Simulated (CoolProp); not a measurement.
Nitrous oxide along the isobar 327 bar: Z from the reference equation and from simpler models built on Tc = 309.5 K, pc = 72.45 bar, ω = 0.161; each cubic takes its own stable root.

Values from CoolProp's reference Helmholtz-energy equation of state, Lemmon 2006. It is a short technical equation, of lower accuracy than the large ones.

```tsv
T (K)	phase	reference
278	liquid	0.6108
295.2	liquid	0.6061
312.3	supercritical	0.6068
329.5	supercritical	0.6133
346.7	supercritical	0.6259
363.9	supercritical	0.6449
381	supercritical	0.6696
398.2	supercritical	0.6992
415.4	supercritical	0.7315
432.5	supercritical	0.7642
449.7	supercritical	0.7960
```

How far does each simpler model (van der Waals, Redlich-Kwong, Soave-Redlich-Kwong, Peng-Robinson) lie from the reference over these 11 states: mean and median of the absolute difference, and the worst?


- van der Waals: mean 22.5 %, median 23.1 %, worst +42.7 % at 278 K and 327 bar
- Redlich-Kwong: mean 4.9 %, median 5.8 %, worst +7.5 % at 278 K and 327 bar
- Soave-Redlich-Kwong: mean 8.7 %, median 9.1 %, worst +10.0 % at 398.2 K and 327 bar
- Peng-Robinson: mean 2.3 %, median 2.2 %, worst -4.9 % at 278 K and 327 bar
